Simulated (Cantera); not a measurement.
Source: NASA polynomial tables (part measured, part estimated), evaluated in Cantera. Values are per mole of reaction as written; species without (g) are pure solids or liquids, kept so even where they would boil at 1 bar. ZrN: taken at fixed stoichiometry.

5 N(g) + ZrO₂(g) → ZrN + 2 N₂O(g)

```csv
T (K),ΔH° (kJ),ΔS° (J/K),ΔG° (kJ),log10 K
2625,(withheld),(withheld),(withheld),(withheld)
2700,-2256.2,-563.0,-736.3,14.24
2775,-2254.0,-562.2,-694.1,13.06
2850,(withheld),(withheld),(withheld),(withheld)
2925,(withheld),(withheld),(withheld),(withheld)
```

Q: Some entries are withheld; supply them.

A: 
- 2625, ΔH° (kJ): -2258.4
- 2625, ΔS° (J/K): -563.8
- 2625, ΔG° (kJ): -778.5
- 2625, log10 K: 15.49
- 2850, ΔH° (kJ): -2251.8
- 2850, ΔS° (J/K): -561.4
- 2850, ΔG° (kJ): -651.9
- 2850, log10 K: 11.95
- 2925, ΔH° (kJ): -2249.5
- 2925, ΔS° (J/K): -560.6
- 2925, ΔG° (kJ): -609.9
- 2925, log10 K: 10.89
